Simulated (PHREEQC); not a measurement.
Make-up at 64 °C: 0.21 mol AgNO3, 0.0079 mol HNO3 and 0.00019 mol Zn(NO3)2 per kg of water. Closed to the air; pH follows from the charge balance.

Model: ion-association model, wateq4f.dat, run in PHREEQC.

Task: The ionic strength comes out as 0.208 mol/kgw. What activity coefficients do Ag+, NO3-, H+, Zn+2 get?

Result: Ag+ 0.73, NO3- 0.67, H+ 0.78, Zn+2 0.30.

This is a speciation only: nothing precipitates in the calculation. At this temperature some constants are extrapolated from 25 °C, and those without enthalpy data are left unchanged.
